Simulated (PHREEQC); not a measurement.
A solution holds 0.0044 mol KCl per kg of water, at 93 °C. Closed to the air; pH follows from the charge balance.

The numbers come from PHREEQC with the ion-association model, phreeqc.dat.

Precipitation was switched off in this run.

Question: Estimate the specific conductance.

Answer: specific conductance 1830 µS/cm.

Constants without temperature data keep their 25 °C values here.
